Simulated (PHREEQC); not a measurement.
## Acid rinse or clean

A solution holds 0.02 mol HNO3 and 0.052 mol NiCl2 per kg of water, at 20 °C. Closed to the air; pH follows from the charge balance.

All values are PHREEQC results (ion-association model, wateq4f.dat), not measurements.

Each row changes one thing in this solution. This is a speciation only: nothing precipitates in the calculation.

```csv
case,pH,ionic strength (mol/kgw),NiCl+ (mol/kgw),NiCl2 (mol/kgw),NiOH+ (mol/kgw),SI of Ni(OH)2 (Ni(OH)2)
as made,1.79,0.166,0.00372,0.000707,1.23e-10,-8.64
HNO3 left out,5.89,0.146,0.00384,0.000749,1.57e-6,-0.43
diluted 10-fold with water,2.75,0.0174,7.87e-5,2.26e-6,1.87e-10,-7.44
diluted 100-fold with water,3.72,0.00176,1.13e-6,3.87e-9,2.28e-10,-6.35
NiCl2 from 0.052 to 0.0104 mol/kgw,1.77,___,0.000236,1.17e-5,3.18e-11,___
temperature from 20 to 25 °C,1.79,___,0.00369,0.000698,1.75e-10,-9.03
```

What belongs in the gaps?


- NiCl2 from 0.052 to 0.0104 mol/kgw, ionic strength (mol/kgw): 0.0507
- NiCl2 from 0.052 to 0.0104 mol/kgw, SI of Ni(OH)2 (Ni(OH)2): -9.22
- temperature from 20 to 25 °C, ionic strength (mol/kgw): 0.167

Complexes and solids missing from the database can't appear.
